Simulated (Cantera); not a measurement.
Mixture: 4.31 % CH4, 19.6 % O2, 73.6 % N2, 2.45 % H2O, equivalence ratio 0.44, at 3750 Torr, adiabatic and at constant pressure. Ignition delay is the time to a rise of 400 K.

Cantera simulation using GRI-Mech 3.0 (53 species, 325 reactions); the numbers are that mechanism's predictions, not measurements.

Problem. Predict: delay at 1050 K; delay at 1200 K; delay at 1350 K; delay at 1500 K; delay at 1650 K; apparent activation energy between 1500 and 1650 K.

Solution. 
```
Property                                                 Value
--------------------------------------------------  ----------
delay at 1050 K                                        58.8 ms
delay at 1200 K                                        6.93 ms
delay at 1350 K                                        1.18 ms
delay at 1500 K                                       0.259 ms
delay at 1650 K                                        73.0 µs
apparent activation energy between 1500 and 1650 K  170 kJ/mol
```
